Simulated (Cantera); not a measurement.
# Stirred combustor or abatement burner

A perfectly stirred reactor is fed with 6.29 % CH4, 0.258 % CO, 8.50 % O2, 85.0 % N2, equivalence ratio 1.5, at 3750 Torr; it is adiabatic with a 723 K inlet, and is followed from long to short residence time, starting on the burning branch (τ in s: 0.25, 0.081, 0.026, 0.0084, 0.0027, 0.00087, 0.00028, 9e-05, 2.9e-05, 9.3e-06).

Model: GRI-Mech 3.0 (53 species, 325 reactions), integrated in Cantera.

```tsv
τ (s)	T (K)	x CH4	x CO	x O2	x O	x CO2	x NO2
0.25	1560	0.00706	0.0246	0.00128	4.25e-8	0.0279	2.14e-11
0.081	1543	0.00748	0.0267	0.00267	1.28e-7	0.0255	4.65e-11
0.026	1505	0.00836	0.0300	0.00579	3.90e-7	0.0214	1.05e-10
0.0084	723	0.0629	0.00258	0.0850	<1e-12	1.45e-12	<1e-12
0.0027	723	0.0629	0.00258	0.0850	<1e-12	<1e-12	<1e-12
0.00087	723	0.0629	0.00258	0.0850	<1e-12	<1e-12	<1e-12
0.00028	723	0.0629	0.00258	0.0850	<1e-12	<1e-12	<1e-12
9.0e-5	723	0.0629	0.00258	0.0850	<1e-12	<1e-12	<1e-12
2.9e-5	723	0.0629	0.00258	0.0850	<1e-12	<1e-12	<1e-12
9.3e-6	723	0.0629	0.00258	0.0850	<1e-12	<1e-12	<1e-12
```
x: mole fraction; the columns are a selection and need not sum to one.
